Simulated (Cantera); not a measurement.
A closed system holds: 1 mol B, 2.1 mol H2O, 3.7 mol H2, 0.31 mol NH3, at 975 °C and 4.28 Torr.

These are equilibrium values from Cantera (NASA tables, ideal gas, pure condensed phases), not measurements of a reactor. Gases not in the tables: H3BO3. The numbers say what is thermodynamically allowed, not how fast it happens.

| species | before | after |
|---|---|---|
| H2 | 0.880 | 0.810 |
| HBO2 | 0.00637 | 0.101 |
| H2O | 0.0899 | 0.0386 |
| B2O3 | 7.28e-6 | 0.0187 |
| N2 | 0.0241 | 0.0224 |
| BO | 1.35e-9 | 0.000382 |
| B2O2 | <1e-9 | 0.000118 |
| BO2 | <1e-9 | 3.27e-5 |
| OH | 6.06e-9 | 1.02e-5 |
| (HBO2)3 | 2.00e-5 | 1.35e-8 |
| HBO | 5.16e-6 | 0.00490 |
| B2O3(l), mol | 0.479 | 0 |
Gas species are given as mole fractions.

Question: Which change was made?
A) B replaced by B2H6
B) pressure from 4.28 Torr to 113 Torr
C) temperature from 975 °C to 1502 °C
D) temperature from 975 °C to 1325 °C

Answer: C, temperature from 975 °C to 1502 °C
